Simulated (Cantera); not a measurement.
Cantera run:

```python
import numpy as np
import cantera as ct

gas_names = """
    F F2 N NF NF2 NF3 N2 Si SiF SiF2 SiF3 SiF4 SiN Si2 Si2N Si3
""".split()
cond_names = """
    Si(cr) Si(L) Si3N4(a)
""".split()


# ... load() reads the species with a 1 bar reference pressure and builds the phases ...
atoms = {
    'Si': {'Si': 1},
    'NF3': {'N': 1, 'F': 3},
}
top_T = {'Si3N4(a)': 2400}  # K; cautious upper limits of use, not melting points


# ... equilibrate(T, P, feed) seeds the gas with the atoms and calls Mixture.equilibrate('TP', solver="vcs", rtol=1e-11, max_steps=5000) ...
results = []
T = 975  # K
P = 1600  # Pa
for m in [0.64, 0.79, 0.95, 1.1, 1.3, 1.4, 1.6, 1.8, 1.9, 2.1, 2.2, 2.4, 2.5]:
    feed = {'Si': 1, 'NF3': m}  # mol
    mix = equilibrate(T, P, feed)
    results.append((T, P, feed, dict(zip(mix.species_names, mix.species_moles))))
    x = sorted(zip(gas.X, gas.species_names), reverse=True)
    print(f"T = {T:g} K  P = {P:g} Pa  n(NF3) = {m:g} mol  gas = {mix.phase_moles(0):.4g} mol")
    print("   x: " + "  ".join(f"{s} {v:.3e}" for v, s in x if v > 1e-05))
    print("   condensed (mol): " + ("  ".join(f"{mix.phase(i).name} {mix.phase_moles(i):.4g}"
          for i in range(1, mix.n_phases) if mix.phase_moles(i) > 1e-12) or "none"))
```

Output:

```
T = 975 K  P = 1600 Pa  n(NF3) = 0.64 mol  gas = 0.4801 mol
   x: SiF4 9.988e-01  SiF3 1.207e-03
   condensed (mol): Si(cr) 0.03985  Si3N4(a) 0.16
T = 975 K  P = 1600 Pa  n(NF3) = 0.79 mol  gas = 0.7158 mol
   x: SiF4 8.277e-01  N2 1.723e-01  SiF3 3.682e-05
   condensed (mol): Si3N4(a) 0.1358
T = 975 K  P = 1600 Pa  n(NF3) = 0.95 mol  gas = 0.9958 mol
   x: SiF4 7.154e-01  N2 2.845e-01  SiF3 3.036e-05
   condensed (mol): Si3N4(a) 0.09583
T = 975 K  P = 1600 Pa  n(NF3) = 1.1 mol  gas = 1.258 mol
   x: SiF4 6.556e-01  N2 3.444e-01  SiF3 2.754e-05
   condensed (mol): Si3N4(a) 0.05833
T = 975 K  P = 1600 Pa  n(NF3) = 1.3 mol  gas = 1.608 mol
   x: SiF4 6.062e-01  N2 3.938e-01  SiF3 2.540e-05
   condensed (mol): Si3N4(a) 0.00833
T = 975 K  P = 1600 Pa  n(NF3) = 1.4 mol  gas = 1.871 mol
   x: SiF4 5.346e-01  N2 3.742e-01  F 7.544e-02  F2 1.572e-02  NF3 1.171e-05
   condensed (mol): none
T = 975 K  P = 1600 Pa  n(NF3) = 1.6 mol  gas = 2.405 mol
   x: SiF4 4.158e-01  N2 3.325e-01  F 1.709e-01  F2 8.067e-02  NF3 1.284e-04
   condensed (mol): none
T = 975 K  P = 1600 Pa  n(NF3) = 1.8 mol  gas = 2.917 mol
   x: SiF4 3.429e-01  N2 3.084e-01  F 2.176e-01  F2 1.308e-01  NF3 2.553e-04
   condensed (mol): none
T = 975 K  P = 1600 Pa  n(NF3) = 1.9 mol  gas = 3.169 mol
   x: SiF4 3.155e-01  N2 2.996e-01  F 2.337e-01  F2 1.509e-01  NF3 3.116e-04
   condensed (mol): none
T = 975 K  P = 1600 Pa  n(NF3) = 2.1 mol  gas = 3.672 mol
   x: N2 2.858e-01  SiF4 2.723e-01  F 2.579e-01  F2 1.836e-01  NF3 4.087e-04
   condensed (mol): none
T = 975 K  P = 1600 Pa  n(NF3) = 2.2 mol  gas = 3.922 mol
   x: N2 2.802e-01  F 2.672e-01  SiF4 2.550e-01  F2 1.972e-01  NF3 4.503e-04
   condensed (mol): none
T = 975 K  P = 1600 Pa  n(NF3) = 2.4 mol  gas = 4.422 mol
   x: F 2.822e-01  N2 2.711e-01  SiF4 2.262e-01  F2 2.200e-01  NF3 5.219e-04
   condensed (mol): none
T = 975 K  P = 1600 Pa  n(NF3) = 2.5 mol  gas = 4.671 mol
   x: F 2.884e-01  N2 2.673e-01  F2 2.297e-01  SiF4 2.141e-01  NF3 5.529e-04
   condensed (mol): none
```

Method: chemical equilibrium by Gibbs-energy minimisation in Cantera with the NASA 1993 tables (ideal gas, pure condensed phases). The tables' values for SiF3 are old estimates; treat these amounts as uncertain.
